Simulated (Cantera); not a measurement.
What does this Cantera script print?

```python
import numpy as np
import cantera as ct

gas = ct.Solution("gri30.yaml")
gas.TPX = 1275, 150000, {'CH3OH': 0.0062, 'O2': 0.0061, 'N2': 1}
inlet = ct.Reservoir(gas, clone=True)

reactor = ct.IdealGasConstPressureReactor(gas, energy="off", clone=False)
exhaust = ct.Reservoir(gas, clone=True)
tau = [12, 3.5, 1.1, 0.33, 0.1, 0.031, 0.0095, 0.0029, 0.00089][0]
for a, b in ((inlet, reactor), (reactor, exhaust)):
    ct.MassFlowController(a, b, mdot=lambda t: reactor.mass / tau)
net = ct.ReactorNet([reactor])
show = ['CH3OH', 'O2', 'NO', 'H2O', 'OH']

rows = []
print(f"{'tau/s':>10s}{'T/K':>9s}" + "".join(f"{s:>11s}" for s in show))
for tau in [12, 3.5, 1.1, 0.33, 0.1, 0.031, 0.0095, 0.0029, 0.00089]:
    net.initial_time = 0.0
    net.advance(30 * tau)
    before = gas.X
    net.advance(40 * tau)
    drift = np.max(np.abs(gas.X - before) / (gas.X + 1e-9))
    rows.append([gas.T, *gas[show].X, drift])
    print(f"{tau:10.3e}{gas.T:9.1f}" + "".join(f"{x:11.3e}" for x in gas[show].X))
```

It prints:

```
     tau/s      T/K      CH3OH         O2         NO        H2O         OH
 1.200e+01   1275.0  1.584e-07  5.378e-06  1.980e-07  8.485e-03  5.861e-07
 3.500e+00   1275.0  3.599e-07  1.220e-05  3.661e-07  8.518e-03  9.068e-07
 1.100e+00   1275.0  7.652e-07  2.583e-05  6.039e-07  8.578e-03  1.421e-06
 3.300e-01   1275.0  1.621e-06  5.432e-05  9.291e-07  8.678e-03  2.434e-06
 1.000e-01   1275.0  3.346e-06  1.107e-04  1.284e-06  8.809e-03  4.459e-06
 3.100e-02   1275.0  6.973e-06  2.256e-04  1.568e-06  8.925e-03  8.428e-06
 9.500e-03   1275.0  1.624e-05  4.953e-04  1.533e-06  8.891e-03  1.561e-05
 2.900e-03   1275.0  2.393e-03  4.525e-03  2.831e-11  2.665e-03  1.254e-06
 8.900e-04   1275.0  6.107e-03  6.019e-03  6.135e-14  5.468e-06  6.480e-09
```

Model: GRI-Mech 3.0 (53 species, 325 reactions), integrated in Cantera. GRI-Mech 3.0 was tuned for natural gas; its chemistry of methanol as a main component is partial and can be far from experiment.
